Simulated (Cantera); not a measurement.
## Hydrogen reduction and annealing atmospheres: V₂O₅ + H₂ + N₂

Input: 1 mol V₂O₅, 160 mol H₂, 18 mol N₂, at 90.0 Torr.

Equilibrium computed with Cantera from the NASA thermochemical tables; the gas is ideal and each condensed phase is pure. Candidate condensed phases: H₂O, V, VN, VO, V₂O₃, V₂O₄, V₂O₅; 28 gas species. Mutual solubility and eutectic melting of coexisting phases are not modelled. VO: taken at fixed stoichiometry. Condensed phases not in the tables: the oxides between V₂O₃ and V₂O₅ other than VO₂. The numbers say what is thermodynamically allowed, not how fast it happens.

```json
[
 {"T (K)": "1025", "x H₂": "0.888", "x N₂": "0.101", "x H₂O": "0.0112", "x H": "1.18e-8", "x NH₃": "1.58e-5", "x VO₂": "<1e-12", "x OH": "<1e-12", "n V₂O₃(s)": "1.00", "n VO(s)": "0"},
 {"T (K)": "1125", "x H₂": "0.888", "x N₂": "0.101", "x H₂O": "0.0112", "x H": "1.21e-7", "x NH₃": "8.86e-6", "x VO₂": "<1e-12", "x OH": "7.97e-12", "n V₂O₃(s)": "1.00", "n VO(s)": "0"},
 {"T (K)": "1225", "x H₂": "0.888", "x N₂": "0.101", "x H₂O": "0.0112", "x H": "8.48e-7", "x NH₃": "5.44e-6", "x VO₂": "1.08e-12", "x OH": "9.76e-11", "n V₂O₃(s)": "1.00", "n VO(s)": "0"},
 {"T (K)": "1325", "x H₂": "0.888", "x N₂": "0.101", "x H₂O": "0.0112", "x H": "4.45e-6", "x NH₃": "3.59e-6", "x VO₂": "3.80e-11", "x OH": "8.22e-10", "n V₂O₃(s)": "1.00", "n VO(s)": "0"},
 {"T (K)": "1425", "x H₂": "0.888", "x N₂": "0.101", "x H₂O": "0.0112", "x H": "1.86e-5", "x NH₃": "2.51e-6", "x VO₂": "8.03e-10", "x OH": "5.13e-9", "n V₂O₃(s)": "1.00", "n VO(s)": "0"},
 {"T (K)": "1525", "x H₂": "0.888", "x N₂": "0.101", "x H₂O": "0.0112", "x H": "6.43e-5", "x NH₃": "1.83e-6", "x VO₂": "1.12e-8", "x OH": "2.53e-8", "n V₂O₃(s)": "1.000", "n VO(s)": "0"},
 {"T (K)": "1625", "x H₂": "0.887", "x N₂": "0.101", "x H₂O": "0.0112", "x H": "0.000192", "x NH₃": "1.40e-6", "x VO₂": "1.11e-7", "x OH": "1.02e-7", "n V₂O₃(s)": "1.000", "n VO(s)": "0"},
 {"T (K)": "1725", "x H₂": "0.887", "x N₂": "0.101", "x H₂O": "0.0112", "x H": "0.000505", "x NH₃": "1.10e-6", "x VO₂": "8.39e-7", "x OH": "3.52e-7", "n V₂O₃(s)": "1.000", "n VO(s)": "0"},
 {"T (K)": "1825", "x H₂": "0.884", "x N₂": "0.101", "x H₂O": "0.0142", "x H": "0.00119", "x NH₃": "8.78e-7", "x VO₂": "5.64e-6", "x OH": "1.34e-6", "n V₂O₃(s)": "0.467", "n VO(s)": "1.06"}
]
```
x: gas mole fraction; n: condensed amount in mol.

From 1025 K to 1725 K the condensed part is V₂O₃(s). At 1825 K the condensed part is VO(s) + V₂O₃(s).
